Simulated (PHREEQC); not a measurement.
City or well water: an equilibrium model

Model water analysis in mg/L, 25 °C, pH 7.23, pe 11.6:

| constituent | mg/L |
|---|---|
| Na | 6.15 |
| K | 1.65 |
| Ca | 31 |
| Mg | 12.4 |
| Cl | 19.8 |
| S(6) as SO4 | 76.2 |
| Alkalinity as HCO3 | 44.7 |
| Pb | 1.28 |

Valence states are taken as typed.

All values are PHREEQC results (ion-association model, phreeqc.dat), not measurements.

This is a speciation only: nothing precipitates in the calculation.

Task: Estimate the ionic strength.

Result: ionic strength 0.00456 mol/kgw.

Task: In which forms is S present?

Result: SO4-2 88 %, CaSO4 6.4 %, MgSO4 5.4 % of the S.

The solution is supersaturated, for example in Cerussite, so a real one may precipitate; this is no full list. Species that the database lacks are ignored.
